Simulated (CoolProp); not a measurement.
Vapour-liquid equilibrium of R13 (1) + propylene (2) at -59.65 °C; x and y are mole fractions of (1).

The numbers come from the multi-fluid Helmholtz-energy mixture model, Platzer 1990 and Lemmon 2013; pair parameters Bell 2016 in CoolProp. This equation is an older, rougher fit; its heat capacities, sound speeds and derivatives of the liquid may be far off and weren't checked against measurements.

| x | bubble pressure (MPa) | y at the bubble point | dew pressure at overall composition x (MPa) | liquid density (mol/L) |
|---|---|---|---|---|
| 0.05 | 0.08157 | 0.332 | 0.05935 | 14.78 |
| 0.2 | 0.1391 | 0.653 | 0.06942 | 14.59 |
| 0.35 | 0.1784 | 0.762 | 0.08350 | 14.40 |
| 0.5 | 0.2073 | 0.824 | 0.1044 | 14.21 |
| 0.65 | 0.2312 | 0.871 | 0.1382 | 14.04 |
| 0.8 | 0.2536 | 0.919 | 0.1958 | 13.88 |
| 0.95 | 0.2765 | 0.976 | 0.2667 | 13.76 |

No azeotrope shows between x = 0.05 and 0.95.

The pair parameters rest on a limited set of measurements; away from them the model extrapolates.
